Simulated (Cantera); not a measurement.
## N2O furnace oxynitridation

An isothermal, constant-pressure homogeneous reactor starts with N₂O : N₂ = 1 : 1.6 (molar parts), at 1025 K and 101000 Pa.

Detailed kinetics in Cantera: GRI-Mech 3.0 (53 species, 325 reactions). GRI-Mech 3.0 was tuned for natural gas; its chemistry of N2O as a main component is partial and can be far from experiment. The mechanism lacks the step 2 NO + O2 → 2 NO2, which can matter for NO2 below about 1400 K. The temperature is held fixed by assumption; the heat of reaction is taken as removed at once.

```json
[
 {"t (s)": "1.00e-6", "x N₂O": "0.385", "x NO₂": "<1e-12", "x NO": "3.48e-12", "x O₂": "3.59e-11", "x N₂": "0.615", "x O": "2.24e-9"},
 {"t (s)": "4.49e-6", "x N₂O": "0.385", "x NO₂": "<1e-12", "x NO": "6.74e-11", "x O₂": "6.96e-10", "x N₂": "0.615", "x O": "9.51e-9"},
 {"t (s)": "2.01e-5", "x N₂O": "0.385", "x NO₂": "<1e-12", "x NO": "1.15e-9", "x O₂": "1.19e-8", "x N₂": "0.615", "x O": "3.35e-8"},
 {"t (s)": "9.04e-5", "x N₂O": "0.385", "x NO₂": "<1e-12", "x NO": "1.30e-8", "x O₂": "1.35e-7", "x N₂": "0.615", "x O": "6.52e-8"},
 {"t (s)": "0.000406", "x N₂O": "0.385", "x NO₂": "<1e-12", "x NO": "7.92e-8", "x O₂": "8.18e-7", "x N₂": "0.615", "x O": "6.86e-8"},
 {"t (s)": "0.00182", "x N₂O": "0.385", "x NO₂": "2.01e-11", "x NO": "3.78e-7", "x O₂": "3.90e-6", "x N₂": "0.615", "x O": "6.86e-8"},
 {"t (s)": "0.00818", "x N₂O": "0.385", "x NO₂": "4.06e-10", "x NO": "1.72e-6", "x O₂": "1.77e-5", "x N₂": "0.615", "x O": "6.86e-8"},
 {"t (s)": "0.0367", "x N₂O": "0.384", "x NO₂": "7.93e-9", "x NO": "7.72e-6", "x O₂": "7.97e-5", "x N₂": "0.615", "x O": "6.86e-8"},
 {"t (s)": "0.165", "x N₂O": "0.384", "x NO₂": "1.38e-7", "x NO": "3.45e-5", "x O₂": "0.000358", "x N₂": "0.616", "x O": "6.85e-8"},
 {"t (s)": "0.739", "x N₂O": "0.381", "x NO₂": "1.62e-6", "x NO": "0.000153", "x O₂": "0.00160", "x N₂": "0.618", "x O": "6.81e-8"},
 {"t (s)": "3.32", "x N₂O": "0.367", "x NO₂": "9.87e-6", "x NO": "0.000660", "x O₂": "0.00697", "x N₂": "0.625", "x O": "6.63e-8"},
 {"t (s)": "14.9", "x N₂O": "0.315", "x NO₂": "4.11e-5", "x NO": "0.00256", "x O₂": "0.0279", "x N₂": "0.655", "x O": "5.92e-8"},
 {"t (s)": "66.8", "x N₂O": "0.175", "x NO₂": "0.000113", "x NO": "0.00695", "x O₂": "0.0841", "x N₂": "0.733", "x O": "3.86e-8"},
 {"t (s)": "300", "x N₂O": "0.0276", "x NO₂": "0.000162", "x NO": "0.00966", "x O₂": "0.145", "x N₂": "0.818", "x O": "8.74e-9"}
]
```
x: mole fraction; the columns are a selection and need not sum to one.

Equilibrium at this temperature and pressure: N₂O 3.10e-9, NO₂ 1.48e-6, NO 3.72e-5, O₂ 0.161, N₂ 0.839, O 1.33e-10 (gas phase only).
